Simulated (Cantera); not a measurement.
Feed: 1 mol C2F6, 0.12 mol Si, held at 4.20e-5 bar.

Method: chemical equilibrium by Gibbs-energy minimisation in Cantera with the NASA 1993 tables (ideal gas, pure condensed phases). Candidate condensed phases: C, Si, SiC; 23 gas species. The feed counts by its element totals alone. The tables' values for SiF3, SiF2 are old estimates; treat these amounts as uncertain. Gases not in the tables: C2F6 and larger saturated fluorocarbons. Kinetics and transport are ignored.

log p: log10 of the partial pressure in bar; n: condensed amount in mol.

| T (°C) | log p F | log p CF4 | log p CF2 | log p SiF4 | log p CF | n C(graphite) |
|---|---|---|---|---|---|---|
| 1252 | -6.63 | -4.42 | -6.42 | -5.48 | -10.32 | 0.615 |
| 1327 | -6.12 | -4.43 | -5.98 | -5.49 | -9.54 | 0.607 |
| 1402 | -5.67 | -4.47 | -5.59 | -5.50 | -8.84 | 0.590 |
| 1477 | -5.27 | -4.55 | -5.26 | -5.55 | -8.22 | 0.558 |
| 1552 | (withheld) | (withheld) | (withheld) | (withheld) | (withheld) | 0.518 |
| 1627 | -4.67 | -5.17 | -4.91 | -5.80 | -7.23 | 0.554 |
| 1702 | -4.53 | -5.92 | -5.00 | -5.93 | -6.92 | 0.850 |
| 1777 | -4.46 | -6.87 | -5.21 | -5.99 | -6.69 | 1.25 |
| 1852 | -4.43 | -7.87 | -5.47 | -6.02 | -6.51 | 1.54 |
| 1927 | -4.41 | -8.87 | -5.74 | -6.04 | -6.36 | 1.71 |
| 2002 | -4.40 | (withheld) | (withheld) | -6.07 | (withheld) | 1.79 |
| 2077 | -4.40 | -10.75 | -6.26 | -6.12 | -6.10 | 1.80 |

Problem. Complete the blanks.

Solution. 
- 1552, log p F: -4.93
- 1552, log p CF4: -4.74
- 1552, log p CF2: -5.02
- 1552, log p SiF4: -5.65
- 1552, log p CF: -7.67
- 2002, log p CF4: -9.83
- 2002, log p CF2: -6.00
- 2002, log p CF: -6.22
